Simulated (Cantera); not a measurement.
## Ammonia decomposition in nitride growth gas

An isothermal, constant-pressure homogeneous reactor starts with 78.7 % NH3, 21.2 % N2, 0.102 % H2, at 2375 K and 0.138 atm.

Cantera simulation using the gas-phase N/H chemistry of the illustrative SiF4/NH3 mechanism in the Surface Chemkin manual (1991); the numbers are that mechanism's predictions, not measurements. Walls and surfaces, which speed up NH3 decomposition in real reactors, are not modelled.

| t (s) | x NH3 | x N2 | x H | x N2H2 | x N |
|---|---|---|---|---|---|
| 7.00e-5 | 0.779 | 0.212 | 1.89e-5 | 1.22e-5 | 2.25e-7 |
| 0.000202 | 0.763 | 0.214 | 6.08e-5 | 3.09e-5 | 1.00e-6 |
| 0.000585 | 0.716 | 0.222 | 0.000156 | 2.86e-5 | 2.87e-6 |
| 0.00169 | 0.602 | 0.240 | 0.000374 | 2.12e-5 | 6.18e-6 |
| 0.00489 | 0.383 | 0.276 | 0.000855 | 1.12e-5 | 9.34e-6 |
| 0.0142 | 0.129 | 0.317 | 0.00190 | 3.06e-6 | 1.12e-5 |
| 0.0409 | 0.00650 | 0.337 | 0.00617 | 1.37e-7 | 1.36e-5 |
| 0.118 | 6.35e-6 | 0.334 | 0.0286 | 1.01e-11 | 1.43e-6 |
| 0.342 | 8.68e-7 | 0.334 | 0.0303 | <1e-12 | 2.35e-7 |
| 0.989 | 5.01e-7 | 0.334 | 0.0303 | <1e-12 | 1.36e-7 |
| 2.86 | 4.91e-7 | 0.334 | 0.0303 | <1e-12 | 1.33e-7 |
| 8.27 | 4.91e-7 | 0.334 | 0.0303 | <1e-12 | 1.33e-7 |
| 23.9 | 4.91e-7 | 0.334 | 0.0303 | <1e-12 | 1.33e-7 |
| 69.2 | 4.91e-7 | 0.334 | 0.0303 | <1e-12 | 1.33e-7 |
| 200 | 4.91e-7 | 0.334 | 0.0303 | <1e-12 | 1.33e-7 |
x: mole fraction; the columns are a selection and need not sum to one.

Equilibrium at this temperature and pressure: NH3 4.91e-7, N2 0.334, H 0.0303, N2H2 <1e-12, N 1.33e-7 (gas phase only).
